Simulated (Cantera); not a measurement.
A closed system holds: 1 mol CuO, 320 mol H2, at 1273 K and 9.00 Torr.

Method: chemical equilibrium by Gibbs-energy minimisation in Cantera with the NASA 1993 tables (ideal gas, pure condensed phases). Candidate condensed phases: Cu, CuO, Cu(OH)2, Cu2O, H2O; 12 gas species. Rates play no part.

Base state: H2 0.997, H2O 0.00312 (mole fractions); condensed: Cu(s).

What changes in the equilibrium state with this change: 1.8 mol NH3 added?


```tsv
species	before	after
H2	0.997	0.994
H2O	0.00312	0.00309
N2	0	0.00278
Cu(s), mol	0.998	0.998
```
